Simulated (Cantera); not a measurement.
Input (Python, Cantera) and output of one run.

```python
import numpy as np
import cantera as ct

gas_names = """
    B BCL BCL2 BCL3 BH BH2 BH3 BN B2 CL CL2 H HCL H2 N NH NH2 NH3 N2 N2H2 N2H4
""".split()
cond_names = """
    B(b) B(L) BN(s) NH4CL(a) NH4CL(b)
""".split()


# ... load() reads the species with a 1 bar reference pressure and builds the phases ...
atoms = {
    'BCl3': {'B': 1, 'CL': 3},
    'NH3': {'N': 1, 'H': 3},
    'H2': {'H': 2},
}
top_T = {'BN(s)': 3200}  # K; cautious upper limits of use, not melting points


# ... equilibrate(T, P, feed) seeds the gas with the atoms and calls Mixture.equilibrate('TP', solver="vcs", rtol=1e-11, max_steps=5000) ...
results = []
T = 1375  # K
P = 10000  # Pa
for m in [0.27, 0.56, 0.86, 1.2, 1.5, 1.7, 2, 2.3, 2.6, 2.9, 3.2, 3.5, 3.8]:
    feed = {'BCl3': 1, 'NH3': 0.97, 'H2': m}  # mol
    mix = equilibrate(T, P, feed)
    results.append((T, P, feed, dict(zip(mix.species_names, mix.species_moles))))

top = {s: max(r[3][s] / sum(r[3][g] for g in gas_names) for r in results) for s in gas_names}
cols = sorted((s for s in top if top[s] > 1e-06), key=lambda s: -top[s])[:5]
seen = [c for c in cond_names if any(r[3].get(c, 0) > 1e-12 for r in results)]
print("log10 of partial pressures in bar; condensed amounts in mol")
print(f"{'n(H2)':>10s}" + "".join(f"{s[:9]:>10s}" for s in cols + seen))
for T, P, feed, n in results:
    ng = sum(n[g] for g in gas_names)
    print(f"{feed['H2']:10.4g}" + "".join(f"{np.log10(max(n[s] / ng * P / 1e5, 1e-99)):10.3f}" for s in cols)
          + "".join(f"{n.get(c, 0):10.4g}" for c in seen))
```

It prints:

```
log10 of partial pressures in bar; condensed amounts in mol
     n(H2)       HCL        H2      BCL3        N2        CL     BN(s)
      0.27    -1.063    -1.981    -2.640    -3.168    -5.619    0.9264
      0.56    -1.089    -1.773    -2.844    -3.542    -5.750    0.9499
      0.86    -1.120    -1.638    -2.976    -3.872    -5.849    0.9598
       1.2    -1.155    -1.535    -3.071    -4.200    -5.935    0.9648
       1.5    -1.185    -1.470    -3.128    -4.457    -5.997    0.9669
       1.7    -1.204    -1.435    -3.158    -4.614    -6.033    0.9677
         2    -1.230    -1.392    -3.196    -4.828    -6.081    0.9685
       2.3    -1.256    -1.357    -3.229    -5.020    -6.124     0.969
       2.6    -1.280    -1.328    -3.257    -5.195    -6.163    0.9693
       2.9    -1.303    -1.304    -3.283    -5.354    -6.198    0.9695
       3.2    -1.324    -1.283    -3.306    -5.499    -6.230    0.9696
       3.5    -1.345    -1.265    -3.328    -5.634    -6.260    0.9697
       3.8    -1.365    -1.249    -3.349    -5.759    -6.287    0.9698
```

Method: chemical equilibrium by Gibbs-energy minimisation in Cantera with the NASA 1993 tables (ideal gas, pure condensed phases). Gases not in the tables: BHCl2.
